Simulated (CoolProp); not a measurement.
Values from CoolProp's reference Helmholtz-energy equation of state, Lemmon 2006. It is a short technical equation, of lower accuracy than the large ones.

### Question
For acetone, give the phase and the cp (kJ/(kg K)), speed of sound (m/s), fugacity coefficient at 153.75 °C and 1780 kPa.

### Answer
- 153.75 °C and 1780 kPa: liquid; cp 2.68, speed of sound 589, fugacity coefficient 0.566
